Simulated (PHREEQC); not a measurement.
Consider water at 20 °C with 0.058 mol NiSO4 per kg of water. Closed to the air; pH follows from the charge balance.

All values are PHREEQC results (ion-association model, wateq4f.dat), not measurements.

Each row changes one thing in this solution. Precipitation was switched off in this run.

```tsv
case	pH	ionic strength (mol/kgw)	Ni+2 (mol/kgw)	SO4-2 (mol/kgw)	NiSO4 (mol/kgw)	Ni(SO4)2-2 (mol/kgw)	SI of Morenosite (NiSO4:7H2O)
as made	6.12	0.135	0.0338	0.0337	0.0242	4.64e-5	-1.48
temperature from 20 to 90 °C	5.52	0.126	0.0314	0.0314	0.0265	2.92e-5	-2.08
NiSO4 from 0.058 to 0.0116 mol/kgw	?	0.0330	0.00825	0.00825	0.00335	1.59e-6	?
temperature from 20 to 30 °C	?	0.133	0.0332	0.0331	0.0248	4.30e-5	?
```

Q: Fill in the missing entries.

A: 
- NiSO4 from 0.058 to 0.0116 mol/kgw, pH: 6.25
- NiSO4 from 0.058 to 0.0116 mol/kgw, SI of Morenosite (NiSO4:7H2O): -2.35
- temperature from 20 to 30 °C, pH: 6.00
- temperature from 20 to 30 °C, SI of Morenosite (NiSO4:7H2O): -1.58

Species that the database lacks are ignored. In wateq4f.dat the enthalpy of Ni(OH)2 has the wrong sign, so its saturation index can't be trusted away from 25 °C. At this temperature some constants are extrapolated from 25 °C, and those without enthalpy data are left unchanged.
